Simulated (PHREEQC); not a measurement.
PHREEQC input (ion-association model, wateq4f.dat):

```
SOLUTION_MASTER_SPECIES
  An  An-  0  An  62.0  # stands for a non-complexing anion
SOLUTION_SPECIES
  An- = An-
    -log_k 0
    -gamma 3.0 0
PHASES
  Fix_H+
    H+ = H+
    -log_k 0
SOLUTION 1
  temp 25
  units mmol/kgw
  pH 7 charge
  B 0.013
  Cl 0.16
  Zn 0.08
  Na 1
  An 1
END
SELECTED_OUTPUT 1
  -reset false
  -pH true
  -pe true
  -ionic_strength true
  -water true
  -totals B Cl Na Zn
  -molalities Hfo_wOH Hfo_wOH2+ Hfo_wO- Hfo_sOH Hfo_sOH2+ Hfo_sO- Hfo_wH2BO3 Hfo_sOZn+ Hfo_wOZn+
  -saturation_indices Zn(OH)2-a Zn5(OH)8Cl2 Halite
USER_PUNCH 1
  -headings sigma psi
  10 PUNCH EDL("sigma", "Hfo"), EDL("psi", "Hfo")
PRINT
  -reset false
USE solution 1
SURFACE 1
  Hfo_wOH 7.86517e-05 600 0.035
  Hfo_sOH 1.96629e-06
EQUILIBRIUM_PHASES 1
  Fix_H+ -3 HAn 10
    -force_equality true
  O2(g) -0.68 10
END
# ... the last block is repeated for the other 16 points of pH, with NaOH or the acid as the point needs
```

Selected output (columns that matter, 15 of 17 rows; pH added in front):

```
pH	mu	B	Na	Zn	m_Hfo_wOH	m_Hfo_wOH2+	m_Hfo_wO-	m_Hfo_sOH	m_Hfo_sOH2+	si_Zn(OH)2-a	si_Zn5(OH)8Cl2	si_Halite	sigma	psi
3	0.0023187	1.2999e-05	0.001	8e-05	2.3469e-05	5.4952e-05	2.2961e-07	5.8672e-07	1.3738e-06	-10.637	-43.073	-8.4241	0.25773	0.23192
3.5	0.0015894	1.2998e-05	0.001	8e-05	3.8421e-05	3.937e-05	8.5895e-07	9.6038e-07	9.8411e-07	-9.6225	-38.993	-8.4166	0.18138	0.22357
4	0.0013575	1.2997e-05	0.001	7.9997e-05	4.84e-05	2.8356e-05	1.8926e-06	1.2086e-06	7.0805e-07	-8.6172	-34.964	-8.4138	0.12465	0.20836
4.5	0.0012818	1.2997e-05	0.001	7.9981e-05	5.4405e-05	2.1016e-05	3.2264e-06	1.3479e-06	5.2067e-07	-7.6154	-30.954	-8.4128	0.083855	0.18948
5.5	0.0012447	1.2997e-05	0.001	7.9248e-05	5.9413e-05	1.2941e-05	6.2488e-06	9.5293e-07	2.0756e-07	-5.6186	-22.97	-8.4123	0.034697	0.14505
6	0.0012372	1.2997e-05	0.001	7.8023e-05	5.9936e-05	1.0522e-05	7.8215e-06	2.7386e-07	4.8076e-08	-4.6255	-19.004	-8.4122	0.02155	0.12101
6.5	0.0012337	1.2997e-05	0.0010063	7.5383e-05	5.8233e-05	8.0132e-06	9.6948e-06	4.3027e-08	5.9207e-09	-3.6413	-15.083	-8.4095	0.013484	0.097688
7	0.0012252	1.2997e-05	0.0010249	6.6885e-05	4.9044e-05	3.7499e-06	1.4694e-05	8.991e-09	6.8745e-10	-2.6964	-11.358	-8.4014	0.0099622	0.083207
7.5	0.0012127	1.2998e-05	0.0010507	5.535e-05	3.1322e-05	9.4875e-07	2.369e-05	2.8351e-09	8.5874e-11	-1.7914	-7.8329	-8.3904	0.0087638	0.077418
8	0.0011997	1.2999e-05	0.0010786	4.6849e-05	1.5682e-05	1.7827e-07	3.1603e-05	1.0336e-09	1.175e-11	-0.9271	-4.5114	-8.3789	0.0079242	0.073018
8.5	0.0011827	1.3e-05	0.0011224	4.3129e-05	8.1634e-06	4.2959e-08	3.5537e-05	4.8088e-10	2.5306e-12	-0.2602	-2.1765	-8.3614	0.0063159	0.063227
9.5	0.0012021	1.3e-05	0.0011997	4.2514e-05	5.8454e-06	2.1006e-08	3.7263e-05	3.3838e-10	1.216e-12	0.0581	-2.5852	-8.3326	0.0011114	0.01387
10	0.0012769	1.3e-05	0.0012765	4.2758e-05	5.8149e-06	2.0635e-08	3.7538e-05	3.3894e-10	1.2028e-12	0.0629	-3.5624	-8.3066	-0.0012741	-0.015385
10.5	0.0015077	1.3e-05	0.001508	4.3184e-05	5.9502e-06	2.1442e-08	3.7828e-05	3.5106e-10	1.265e-12	0.0409	-4.675	-8.2371	-0.004564	-0.045356
11	0.0022408	1.3e-05	0.0022419	4.4197e-05	6.4192e-06	2.4603e-08	3.8368e-05	3.9004e-10	1.4949e-12	-0.0316	-6.0456	-8.0727	-0.011685	-0.076519
```

Along this series the solution becomes supersaturated in solids that the run did not let form, among them Zn(OH)2-a. Complexes and solids missing from the database can't appear. The oxide is taken as insoluble; below pH 4 it would dissolve.
